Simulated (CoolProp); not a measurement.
Vapour-liquid equilibrium of ethanol (1) + hexamethyldisiloxane (MM) (2) at 396.3 K; x and y are mole fractions of (1).

Model: multi-fluid Helmholtz-energy mixture model, Schroeder 2014 and Thol 2016; pair parameters Bell 2016, in CoolProp.

```json
[
 {"x": "0.05", "bubble pressure (MPa)": "0.2422", "y at the bubble point": "0.242", "dew pressure at overall composition x (MPa)": "0.1964", "liquid density (mol/L)": "(withheld)"},
 {"x": "0.15", "bubble pressure (MPa)": "0.3201", "y at the bubble point": "0.456", "dew pressure at overall composition x (MPa)": "0.2181", "liquid density (mol/L)": "4.489"},
 {"x": "0.25", "bubble pressure (MPa)": "0.3694", "y at the bubble point": "0.555", "dew pressure at overall composition x (MPa)": "0.2444", "liquid density (mol/L)": "4.914"},
 {"x": "0.35", "bubble pressure (MPa)": "0.4019", "y at the bubble point": "0.616", "dew pressure at overall composition x (MPa)": "0.2769", "liquid density (mol/L)": "5.431"},
 {"x": "0.45", "bubble pressure (MPa)": "0.4248", "y at the bubble point": "0.662", "dew pressure at overall composition x (MPa)": "0.3174", "liquid density (mol/L)": "(withheld)"},
 {"x": "0.55", "bubble pressure (MPa)": "0.4419", "y at the bubble point": "0.702", "dew pressure at overall composition x (MPa)": "0.3666", "liquid density (mol/L)": "6.873"},
 {"x": "0.65", "bubble pressure (MPa)": "0.4554", "y at the bubble point": "0.745", "dew pressure at overall composition x (MPa)": "0.4192", "liquid density (mol/L)": "7.894"},
 {"x": "0.75", "bubble pressure (MPa)": "0.4655", "y at the bubble point": "0.795", "dew pressure at overall composition x (MPa)": "0.4567", "liquid density (mol/L)": "(withheld)"},
 {"x": "0.85", "bubble pressure (MPa)": "0.4716", "y at the bubble point": "0.860", "dew pressure at overall composition x (MPa)": "0.4710", "liquid density (mol/L)": "10.97"},
 {"x": "0.95", "bubble pressure (MPa)": "0.4719", "y at the bubble point": "0.947", "dew pressure at overall composition x (MPa)": "0.4718", "liquid density (mol/L)": "13.36"}
]
```

Q: What belongs in the gaps?

A: 
- 0.05, liquid density (mol/L): 4.136
- 0.45, liquid density (mol/L): 6.071
- 0.75, liquid density (mol/L): 9.217

y crosses x between x = 0.85 and 0.95: the model has an azeotrope there.

The pair parameters rest on a limited set of measurements; away from them the model extrapolates.
